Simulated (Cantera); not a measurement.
What does this Cantera script print?

```python
import numpy as np
import cantera as ct

gas_names = """
    N NO NO2 NO3 N2 N2O O O2 O3 Si SiN SiO SiO2 Si2 Si2N Si3
""".split()
cond_names = """
    Si(cr) Si(L) SiO2(Lqz) SiO2(hqz) SiO2(L) Si2N2O(s) Si3N4(a)
""".split()


# ... load() reads the species with a 1 bar reference pressure and builds the phases ...
atoms = {
    'Si3N4': {'Si': 3, 'N': 4},
    'O2': {'O': 2},
    'N2': {'N': 2},
}
top_T = {'Si2N2O(s)': 2100, 'Si3N4(a)': 2400}  # K; cautious upper limits of use, not melting points


# ... equilibrate(T, P, feed) seeds the gas with the atoms and calls Mixture.equilibrate('TP', solver="vcs", rtol=1e-11, max_steps=5000) ...
results = []
feed = {'Si3N4': 1, 'O2': 0.001, 'N2': 350}  # mol
P = 0.15  # Pa
for T in [998, 1048, 1098, 1148, 1198, 1248, 1298, 1348, 1398, 1448, 1498, 1548, 1598]:
    mix = equilibrate(T, P, feed)
    results.append((T, P, feed, dict(zip(mix.species_names, mix.species_moles))))

top = {s: max(r[3][s] / sum(r[3][g] for g in gas_names) for r in results) for s in gas_names}
cols = sorted((s for s in top if top[s] > 0.001), key=lambda s: -top[s])[:6]
seen = [c for c in cond_names if any(r[3].get(c, 0) > 1e-12 for r in results)]
print("log10 of partial pressures in bar; condensed amounts in mol")
print(f"{'T/K':>10s}" + "".join(f"{s[:9]:>10s}" for s in cols + seen))
for T, P, feed, n in results:
    ng = sum(n[g] for g in gas_names)
    print(f"{T:10.4g}" + "".join(f"{np.log10(max(n[s] / ng * P / 1e5, 1e-99)):10.3f}" for s in cols)
          + "".join(f"{n.get(c, 0):10.4g}" for c in seen))
```

It prints:

```
log10 of partial pressures in bar; condensed amounts in mol
       T/K        N2        Si    Si(cr) Si2N2O(s)  Si3N4(a)
       998    -5.824   -19.133         0     0.002    0.9987
      1048    -5.824   -17.394         0  0.001999    0.9987
      1098    -5.824   -15.815         0  0.001975    0.9987
      1148    -5.824   -14.375         0  0.001601    0.9988
      1198    -5.824   -13.056         0         0    0.9993
      1248    -5.824   -11.844         0         0    0.9992
      1298    -5.824   -10.726         0         0    0.9979
      1348    -5.824    -9.726     2.953         0         0
      1398    -5.824    -9.108     2.813         0         0
      1448    -5.825    -8.534     2.304         0         0
      1498    -5.827    -7.998    0.6046         0         0
      1548    -5.828    -7.899         0         0         0
      1598    -5.828    -7.898         0         0         0
```

Equilibrium computed with Cantera from the NASA thermochemical tables; the gas is ideal and each condensed phase is pure. Mutual solubility and eutectic melting of coexisting phases are not modelled. The tables' values for SiN are old estimates; treat these amounts as uncertain.
